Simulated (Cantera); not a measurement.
A closed system holds: 1 mol SrCl₂, 4.4 mol O₂, 3.3 mol N₂, held at 10.0 Torr.

These are equilibrium values from Cantera (NASA tables, ideal gas, pure condensed phases), not measurements of a reactor. Candidate condensed phases: Sr, SrCl₂, SrO; 16 gas species. Condensed phases not in the tables: oxide chlorides. Equilibrium is a limit: real reactors are often held back by kinetics, nucleation or transport. All values below are at 750 °C.

Base state: O₂ 0.571, N₂ 0.429, NO 4.87e-5 (mole fractions); condensed: SrCl₂(s).

**Question.** What changes in the equilibrium state with this change: SrCl₂ replaced by CaF₂?

**Answer.** 
```tsv
species	before	after
O₂	0.571	0.571
N₂	0.429	0.429
NO	4.87e-5	4.87e-5
SrCl₂(s), mol	1.000	0
CaF₂(s), mol	0	1.00
```
Further candidate phases: Ca, CaF₂, CaO.
